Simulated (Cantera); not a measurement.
An isothermal, constant-pressure homogeneous reactor starts with 19.2 % CH4, 80.8 % H2, at 1525 K and 0.000118 atm.

Cantera simulation using GRI-Mech 3.0 (53 species, 325 reactions); the numbers are that mechanism's predictions, not measurements. GRI-Mech 3.0 stops at C3 and has no aromatics, soot or wall deposition, so with more carbon than oxygen in the feed, carbon stays in small species such as C2H2 where larger ones or solid carbon would form. Radical loss at walls, strong at low pressure, is not modelled.

**Question.** Predict: x(CH4) at 60.0 s; x(H2) at 60.0 s; x(C2H2) at 60.0 s; x(CH2) at 60.0 s; x(C2H4) at 60.0 s; x(C2H6) at 60.0 s; x(H) at 60.0 s.

**Answer.** 
```
Item                                                  Value
-----------------  ----------------------------------------
x(CH4) at 60.0 s      0.128 (gas-phase equilibrium 1.94e-5)
x(H2) at 60.0 s         0.844 (gas-phase equilibrium 0.917)
x(C2H2) at 60.0 s     0.0254 (gas-phase equilibrium 0.0806)
x(CH2) at 60.0 s    3.76e-7 (gas-phase equilibrium 1.73e-9)
x(C2H4) at 60.0 s   0.00111 (gas-phase equilibrium 1.95e-6)
x(C2H6) at 60.0 s  1.20e-5 (gas-phase equilibrium 1.54e-12)
x(H) at 60.0 s     0.000425 (gas-phase equilibrium 0.00208)
```
